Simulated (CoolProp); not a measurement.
A single-stage vapour-compression cycle with fluoroethane (R161): evaporating at 266.15 K (dew point), condensing at 316.15 K (bubble point), superheat 0 K, subcooling 0 K, compressor efficiency 0.85, no pressure losses. Each further row changes one setting.

Values from CoolProp's reference Helmholtz-energy equation of state, Wu 2012.

| case | cooling COP | pressure ratio | discharge temperature (K) | refrigerating effect (kJ/kg) | volumetric capacity (kJ/m³) |
|---|---|---|---|---|---|
| as stated | 3.55 | 4.26 | 343.5 | 276 | 2250 |
| evaporating temperature 271.15 K | 4.10 | 3.59 | 340.1 | 280 | 2690 |
| condensing temperature 311.15 K | 4.07 | 3.77 | 336.6 | 288 | 2350 |
| subcooling 5 K | 3.70 | 4.26 | 343.5 | 288 | 2350 |
| superheat 10 K | 3.54 | 4.26 | 353.3 | 288 | 2240 |
| compressor efficiency 0.75 | 3.13 | 4.26 | 349.7 | 276 | 2250 |
